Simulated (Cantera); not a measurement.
A closed system holds: 1 mol CCl4, 1 mol CH4, 1.2 mol H2, at 2.40e-5 bar.

Cantera equilibrium calculation (NASA polynomials, part measured and part estimated; ideal gas, pure solids and liquids). Candidate condensed phases: C, C6H6, C7H8, C8H18; 91 gas species. The numbers say what is thermodynamically allowed, not how fast it happens.

Problem. Which condensed phases are stable at each of these points (T (°C)): 2127, 2177, 2227, 2277, 2327, 2377, 2427, 2477, 2527, 2577, 2627, 2677?

Solution. 
```tsv
T (°C)	condensed phases	C condensed (%)
2127	C(graphite)	92.3
2177	C(graphite)	82.6
2227	C(graphite)	61.1
2277	C(graphite)	14.1
2327	gas only	0.0
2377	gas only	0.0
2427	gas only	0.0
2477	gas only	0.0
2527	gas only	0.0
2577	gas only	0.0
2627	gas only	0.0
2677	gas only	0.0
```

From 2127 °C to 2277 °C the condensed part is C(graphite). From 2327 °C to 2677 °C nothing is condensed.
